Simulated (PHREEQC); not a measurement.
Make-up at 35 °C: 180 mmol/kgw HF, 2.2 mmol/kgw CsF and 0.36 mmol/kgw H2SiF6. Closed to the air; pH follows from the charge balance.

Equilibrium calculation in PHREEQC: ion-association model, wateq4f.dat.

The ionic strength comes out as 0.0128 mol/kgw. What activity coefficients do SiF6-2, HF2-, Cs+, F-, H+ get?

SiF6-2 0.63, HF2- 0.89, Cs+ 0.89, F- 0.89, H+ 0.90.

This is a speciation only: nothing precipitates in the calculation. Complexes and solids missing from the database can't appear. wateq4f.dat counts part of the HF as a dimer, H2F2, which phreeqc.dat doesn't know; its constant is uncertain. SiF6-2 is the database's only silicon fluoride.
